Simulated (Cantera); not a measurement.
Feed: 1 mol AlN, a varied amount of O₂, at 1473 K and 1.00 Torr.

These are equilibrium values from Cantera (NASA tables, ideal gas, pure condensed phases), not measurements of a reactor. Candidate condensed phases: Al, AlN, Al₂O₃; 16 gas species. The numbers say what is thermodynamically allowed, not how fast it happens.

Q: At 12 mol O₂, list the 4 most abundant gas species with their mole fractions, and the condensed phases.

A: O₂ 0.957, N₂ 0.0423, NO 0.000529, O 7.48e-5. Condensed: Al₂O₃(s).
